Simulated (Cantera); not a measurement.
A closed system holds: 1 mol Cr, 6.9 mol N2, held at 975 K and 63.0 Pa.

Cantera equilibrium calculation (NASA polynomials, part measured and part estimated; ideal gas, pure solids and liquids). Candidate condensed phases: Cr, CrN, Cr2N; 4 gas species. Equilibrium is a limit: real reactors are often held back by kinetics, nucleation or transport.

Task: What is the equilibrium state?

Result: 
```
Quantity                              Value
--------------------------------  ---------
x(N2)                                  1.00
n(Cr2N(s))                        0.500 mol
gas amount                        6.650 mol
log10 activity of Cr(s) (absent)      -0.62
```
